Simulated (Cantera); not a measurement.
Input: 1 mol SiC, 5.4 mol N2, at 0.00975 Torr.

Cantera equilibrium calculation (NASA polynomials, part measured and part estimated; ideal gas, pure solids and liquids). Candidate condensed phases: C, Si, SiC, Si3N4; 20 gas species. The tables' values for SiN are old estimates; treat these amounts as uncertain. The numbers say what is thermodynamically allowed, not how fast it happens.

x: gas mole fraction; n: condensed amount in mol.

| T (K) | x N2 | x Si | x C | x CN | x SiC2 | x C3 | n C(graphite) | n SiC(s) |
|---|---|---|---|---|---|---|---|---|
| 1625 | 1.000 | 0.000143 | 1.11e-10 | 3.73e-7 | 6.70e-7 | 2.32e-11 | 0.000773 | 0.999 |
| 1725 | 0.999 | 0.00131 | 2.42e-9 | 2.42e-6 | 1.21e-5 | 8.04e-10 | 0.00709 | 0.993 |
| 1825 | 0.990 | 0.00943 | 3.75e-8 | 1.27e-5 | 0.000159 | 1.87e-8 | 0.0512 | 0.946 |
| 1925 | 0.942 | 0.0550 | 4.37e-7 | 5.49e-5 | 0.00158 | 3.12e-7 | 0.313 | 0.663 |
| 2025 | 0.846 | 0.145 | 3.99e-6 | 0.000199 | 0.00673 | 3.92e-6 | 0.897 | 0 |
| 2125 | 0.844 | 0.144 | 2.95e-5 | 0.000667 | 0.0103 | 3.85e-5 | 0.857 | 0 |
| 2225 | 0.842 | 0.141 | 0.000182 | 0.00201 | 0.0148 | 0.000307 | 0.787 | 0 |
| 2325 | 0.836 | 0.135 | 0.000962 | 0.00547 | 0.0203 | 0.00203 | 0.655 | 0 |
| 2425 | 0.817 | 0.126 | 0.00442 | 0.0136 | 0.0262 | 0.0115 | 0.297 | 0 |
| 2525 | 0.790 | 0.129 | 0.0132 | 0.0230 | 0.0195 | 0.0224 | 0 | 0 |
| 2625 | 0.772 | 0.136 | (withheld) | (withheld) | (withheld) | (withheld) | 0 | 0 |
| 2725 | 0.753 | 0.139 | (withheld) | 0.0330 | (withheld) | (withheld) | 0 | 0 |
| 2825 | 0.738 | 0.138 | 0.0794 | 0.0319 | 0.00116 | 0.00561 | 0 | 0 |
| 2925 | 0.729 | 0.137 | 0.0999 | 0.0264 | 0.000283 | 0.00160 | 0 | 0 |

**Question.** What belongs in the gaps?

**Answer.** 
- 2725, x C: 0.0524
- 2725, x SiC2: 0.00374
- 2725, x C3: 0.0130
- 2625, x C: 0.0286
- 2625, x CN: 0.0293
- 2625, x SiC2: 0.00940
- 2625, x C3: 0.0200
